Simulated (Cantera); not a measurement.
Input (Python, Cantera) and output of one run.

```python
import numpy as np
import cantera as ct

gas_names = """
    C CO CO2 C2 C2O C3 C3O2 C4 C5 Fe FeC5O5 FeO O O2 O3
""".split()
cond_names = """
    C(gr) Fe(a) Fe(c) Fe(d) Fe(L) FeC5O5(L) FeO(s) FeO(L) Fe2O3(s) Fe3O4(s)
""".split()


# ... load() reads the species with a 1 bar reference pressure and builds the phases ...
atoms = {
    'Fe2O3': {'Fe': 2, 'O': 3},
    'O2': {'O': 2},
    'CO2': {'C': 1, 'O': 2},
}
top_T = {'C(gr)': 4500, 'Fe2O3(s)': 1830, 'Fe3O4(s)': 1870}  # K; cautious upper limits of use, not melting points


# ... equilibrate(T, P, feed) seeds the gas with the atoms and calls Mixture.equilibrate('TP', solver="vcs", rtol=1e-11, max_steps=5000) ...
results = []
feed = {'Fe2O3': 1, 'O2': 2.9, 'CO2': 1.8}  # mol
T = 1275  # K
P = 3400  # Pa
mix = equilibrate(T, P, feed)
results.append((T, P, feed, dict(zip(mix.species_names, mix.species_moles))))
x = sorted(zip(gas.X, gas.species_names), reverse=True)
print(f"T = {T:g} K  P = {P:g} Pa  gas = {mix.phase_moles(0):.4g} mol")
print("   x: " + "  ".join(f"{s} {v:.3e}" for v, s in x if v > 0.0001))
print("   condensed (mol): " + ("  ".join(f"{mix.phase(i).name} {mix.phase_moles(i):.4g}"
      for i in range(1, mix.n_phases) if mix.phase_moles(i) > 1e-12) or "none"))
```

It prints:

```
T = 1275 K  P = 3400 Pa  gas = 4.7 mol
   x: O2 6.170e-01  CO2 3.830e-01
   condensed (mol): Fe2O3(s) 1
```

These are equilibrium values from Cantera (NASA tables, ideal gas, pure condensed phases), not measurements of a reactor.
